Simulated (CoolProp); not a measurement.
Vapour-liquid equilibrium of cyclohexane (1) + o-xylene (2) at 0.703 MPa; x and y are mole fractions of (1).

Model: multi-fluid Helmholtz-energy mixture model, Zhou 2014 and Zhou 2012; pair parameters Bell 2016, in CoolProp.

```
x      bubble temperature, mixture model (K)  bubble temperature, Raoult's law (K)  y, mixture model  y, Raoult's law
-----  -------------------------------------  ------------------------------------  ----------------  ---------------
0.05                                   502.1                                 502.9             0.141            0.149
0.125                             (withheld)                                 494.1             0.315            0.329
0.2                                    483.6                                 486.3             0.451            0.469
0.275                                  476.1                                 479.2        (withheld)            0.579
0.35                                   469.6                                 472.9             0.641            0.667
0.425                                  464.0                                 467.1             0.708            0.738
0.5                                    459.0                                 461.8             0.763            0.796
0.575                             (withheld)                                 456.9             0.810            0.843
0.65                                   450.6                                 452.5        (withheld)            0.883
0.725                                  447.0                                 448.3             0.886            0.916
0.8                                    443.7                                 444.5        (withheld)            0.944
0.875                                  440.5                                 440.9             0.950            0.968
0.95                                   437.5                                 437.6        (withheld)            0.988
```

Task: Fill in the missing entries.

Result: 
- 0.125, bubble temperature, mixture model (K): 492.2
- 0.275, y, mixture model: 0.557
- 0.575, bubble temperature, mixture model (K): 454.6
- 0.65, y, mixture model: 0.850
- 0.8, y, mixture model: 0.919
- 0.95, y, mixture model: 0.980

The largest gap from Raoult's law is -3.3 K in bubble temperature, at x = 0.35. No azeotrope shows between x = 0.05 and 0.95.

Pair parameters are fitted to limited data, so mixtures are less certain than the pure fluids.
